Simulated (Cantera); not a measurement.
## Stirred combustor or abatement burner

A perfectly stirred reactor is fed with CH4 : O2 : N2 : H2 = 1 : 1.82 : 6.84 : 0.25 (molar parts), at 1.00 bar; it is adiabatic with a 800 K inlet, and is followed from long to short residence time, starting on the burning branch (τ in s: 0.021, 0.011, 0.0059, 0.0031, 0.0017, 0.00088, 0.00046, 0.00025, 0.00013, 6.9e-05).

Cantera simulation using GRI-Mech 3.0 (53 species, 325 reactions); the numbers are that mechanism's predictions, not measurements.

```tsv
τ (s)	T (K)	x CH4	x O2	x HCN	x C2H4	x CO	x CH2
0.021	2450	6.44e-6	0.00244	1.50e-6	6.41e-10	0.0432	4.97e-7
0.011	2436	1.08e-5	0.00293	2.08e-6	1.66e-9	0.0436	8.31e-7
0.0059	2417	1.72e-5	0.00362	2.63e-6	3.79e-9	0.0442	1.31e-6
0.0031	2389	2.76e-5	0.00459	3.12e-6	8.32e-9	0.0450	2.00e-6
0.0017	2357	4.29e-5	0.00574	3.50e-6	1.68e-8	0.0460	2.90e-6
0.00088	2314	7.08e-5	0.00725	3.88e-6	3.69e-8	0.0471	4.28e-6
0.00046	2268	0.000120	0.00896	4.39e-6	8.49e-8	0.0484	6.33e-6
0.00025	2223	0.000203	0.0108	5.19e-6	2.03e-7	0.0498	9.38e-6
0.00013	2176	0.000379	0.0134	6.77e-6	5.96e-7	0.0518	1.50e-5
6.9e-5	2128	0.000746	0.0170	9.72e-6	2.06e-6	0.0548	2.55e-5
```
x: mole fraction; the columns are a selection and need not sum to one.
